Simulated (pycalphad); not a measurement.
An equivalent pycalphad script:

```python
from pycalphad import Database, equilibrium, calculate, variables as v
import numpy as np
db = Database('COST507.tdb')
comps = ['TI', 'AL', 'C', 'VA']
phases = ['AL11TI5', 'AL2TI', 'AL3M_D022', 'AL4C3', 'ALM_D019', 'ALTI', 'BCC_A2', 'FCC_A1', 'GRAPHITE', 'HCP_A3', 'LIQUID']
eq = equilibrium(db, comps, phases, {v.X('AL'): 0.0073, v.X('C'): 0.0071, v.T: np.arange(2850, 499, -50), v.P: 101325, v.N: 1}, output=['HM', 'SM'])
```

Computed with pycalphad from the COST 507 light-alloy database (1999), at 1 atm. No gas phase is included, though pure Al would boil below 2850 K. The database dates from 1999; later assessments differ in places, in temperatures and in the compounds included. The system is extrapolated from its subsystems; higher-order compounds may be missing. Phase fractions are per mole of atoms. Diffusion is slow at the low end, where real alloys seldom reach equilibrium.

Results at three of the temperatures:

```
T = 2400.00 K, P = 101325 Pa, N = 1 mol of atoms
G = -169962 J/mol, H = 89470 J/mol, S = 108.10 J/(mol K)  (SER reference)
chemical potentials (J/mol): Ti -167914, Al -273429, C -347792
phase             fraction      x(Ti)      x(Al)       x(C)
LIQUID              1.0000     0.9856     0.0073     0.0071
```

```
T = 2000.00 K, P = 101325 Pa, N = 1 mol of atoms
G = -128351 J/mol, H = 71056 J/mol, S = 99.70 J/(mol K)  (SER reference)
chemical potentials (J/mol): Ti -126368, Al -230553, C -298457
phase             fraction      x(Ti)      x(Al)       x(C)
LIQUID              1.0000     0.9856     0.0073     0.0071
```

```
T = 1250.00 K, P = 101325 Pa, N = 1 mol of atoms
G = -64603 J/mol, H = 30608 J/mol, S = 76.17 J/(mol K)  (SER reference)
chemical potentials (J/mol): Ti -62573, Al -169103, C -238977
phase             fraction      x(Ti)      x(Al)       x(C)
BCC_A2              0.9922     0.9882     0.0074     0.0045
FCC_A1              0.0078     0.6568   3.75e-12     0.3432
```

Changes of the phase set, refined by bisection:

| T (K) | phases above | phases below |
|---|---|---|
| 1940.7 | LIQUID | BCC_A2 + LIQUID |
| 1939.7 | BCC_A2 + LIQUID | BCC_A2 |
| 1363.7 | BCC_A2 | BCC_A2 + FCC_A1 |
| 1188.0 | BCC_A2 + FCC_A1 | BCC_A2 + HCP_A3 |
| 1177.9 | BCC_A2 + HCP_A3 | HCP_A3 |
| 1050.0 | HCP_A3 | FCC_A1 + HCP_A3 |

FCC_A1 is fcc; BCC_A2 is bcc; HCP_A3 is hcp. The fcc model also describes the rock-salt carbide or nitride (TiC, TiN, HfC).
